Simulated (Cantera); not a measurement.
Charge: 1 mol TiO2, 0.81 mol C, 0.099 mol CO, equilibrated at 1800 K and 5.20 bar.

These are equilibrium values from Cantera (NASA tables, ideal gas, pure condensed phases), not measurements of a reactor. Candidate condensed phases: C, Ti, TiC, TiO, TiO2, Ti2O3, Ti3O5, Ti4O7; 15 gas species. Mutual solubility and eutectic melting of coexisting phases are not modelled. TiC: taken at fixed stoichiometry. Equilibrium is a limit: real reactors are often held back by kinetics, nucleation or transport.

Base state: CO 1.000, CO2 0.000491 (mole fractions); condensed: TiC(s) + Ti3O5(s).

**Question.** What changes in the equilibrium state with this change: pressure from 5.20 bar to 0.00133 bar?

**Answer.** 
```tsv
species	before	after
CO	1.000	1.000
CO2	0.000491	2.34e-5
TiO	<1e-9	1.29e-5
TiC(s), mol	0.179	0
Ti3O5(s), mol	0.274	0
TiO(s), mol	0	0.620
Ti2O3(s), mol	0	0.190
```
TiO: taken at fixed stoichiometry.

**Question.** What changes in the equilibrium state with this change: temperature from 1800 K to 1098.15 K?

**Answer.** 
```csv
species,before,after
CO,1.000,0.740
CO2,0.000491,0.260
"TiC(s), mol",0.179,0
"Ti3O5(s), mol",0.274,0
"C(graphite), mol",0,0.830
"TiO2(rutile), mol",0,1.00
```

**Question.** What changes in the equilibrium state with this change: temperature from 1800 K to 1900 K?

**Answer.** 
```csv
species,before,after
CO,1.000,1.000
CO2,0.000491,0.000478
"TiC(s), mol",0.179,0.124
"Ti3O5(s), mol",0.274,0
"Ti2O3(s), mol",0,0.438
```
